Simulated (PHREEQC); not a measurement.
Synthetic water in mg/L, 25 °C, pH 6.52, pe 2.3:

| constituent | mg/L |
|---|---|
| Na | 203 |
| K | 40.6 |
| Ca | 132 |
| Mg | 42.1 |
| Cl | 277 |
| S(6) as SO4 | 350 |
| Alkalinity as HCO3 | 296 |
| Fe(2) | 6.73 |
| Sr | 1.06 |
| Si as SiO2 | 27.4 |
| B | 0.41 |

Valence states are taken as typed.

The numbers come from PHREEQC with the ion-association model, phreeqc.dat.

```json
[
 {"quantity": "ionic strength (mol/kgw)", "before": "0.0255", "after": "0.0255"},
 {"quantity": "HCO3- (mol/kgw)", "before": "0.00467", "after": "0.00467"},
 {"quantity": "SO4-2 (mol/kgw)", "before": "0.00284", "after": "0.00284"},
 {"quantity": "CO2 (mol/kgw)", "before": "0.00273", "after": "0.00136"},
 {"quantity": "Mg+2 (mol/kgw)", "before": "0.00140", "after": "0.00140"},
 {"quantity": "MgSO4 (mol/kgw)", "before": "0.000289", "after": "0.000289"},
 {"quantity": "SI of Chalcedony (SiO2)", "before": "+0.21", "after": "+0.21"},
 {"quantity": "SI of Siderite (FeCO3)", "before": "+0.36", "after": "+0.66"}
]
```

Which change was made?
A) pH from 6.52 to 7.52 at the same alkalinity
B) pH from 6.52 to 6.82 at the same alkalinity
C) temperature from 25 to 80 °C at the same typed pH
D) Alkalinity from 296 to 148 mg/L

B, pH from 6.52 to 6.82 at the same alkalinity

Precipitation was switched off in this run. Some of these states are supersaturated (in Siderite, Quartz (slow to form), for instance).
